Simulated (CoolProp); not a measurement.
The numbers come from the reference Helmholtz-energy equation of state, Platzer 1990 in CoolProp. This equation is an older, rougher fit; its heat capacities, sound speeds and derivatives of the liquid may be far off and weren't checked against measurements.

Q: Give the vapour pressure (MPa), liquid density (kg/m³), vapour density (kg/m³), enthalpy of vaporisation (kJ/kg) of saturated R21 at 390.6, 429.6 K.

A: 
```json
[
 {"T (K)": "390.6", "p (MPa)": "1.88", "liquid density (kg/m³)": "1100", "vapour density (kg/m³)": "79.9", "enthalpy of vaporisation (kJ/kg)": "161"},
 {"T (K)": "429.6", "p (MPa)": "3.68", "liquid density (kg/m³)": "907", "vapour density (kg/m³)": "186", "enthalpy of vaporisation (kJ/kg)": "108"}
]
```
